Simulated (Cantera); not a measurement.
Feed: 1 mol C3H6, 0.69 mol NH3, 3.6 mol H2, equilibrated at 750 K and 1 atm.

Method: chemical equilibrium by Gibbs-energy minimisation in Cantera with the NASA 1993 tables (ideal gas, pure condensed phases). Candidate condensed phases: C, C6H6, C7H8, C8H18; 92 gas species. Kinetics and transport are ignored.

Base state: CH4 0.529, H2 0.404, N2 0.0660, NH3 0.000342 (mole fractions); condensed: C(graphite).

### Question
What changes in the equilibrium state with this change: 0.081 mol O2 added?

### Answer
```json
[
 {"species": "CH4", "before": "0.529", "after": "0.508"},
 {"species": "H2", "before": "0.404", "after": "0.396"},
 {"species": "N2", "before": "0.0660", "after": "0.0650"},
 {"species": "H2O", "before": "0", "after": "0.0291"},
 {"species": "CO", "before": "0", "after": "0.000797"},
 {"species": "CO2", "before": "0", "after": "0.000358"},
 {"species": "C(graphite), mol", "before": "0.239", "after": "0.304"}
]
```
Further candidate phases: H2O.
